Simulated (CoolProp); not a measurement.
Computed with CoolProp (reference Helmholtz-energy equation of state, Thol 2017).

Q: Give the vapour pressure (MPa), liquid density (kg/m³), vapour density (kg/m³), liquid cp (kJ/(kg K)) of saturated octamethyltrisiloxane (MDM) at 143.85, 163.65, 203.15 °C.

A: 
```tsv
T (°C)	p (MPa)	liquid density (kg/m³)	vapour density (kg/m³)	liquid cp (kJ/(kg K))
143.85	0.0804	686	5.85	2.09
163.65	0.134	661	9.64	2.14
203.15	0.322	605	23.2	2.27
```
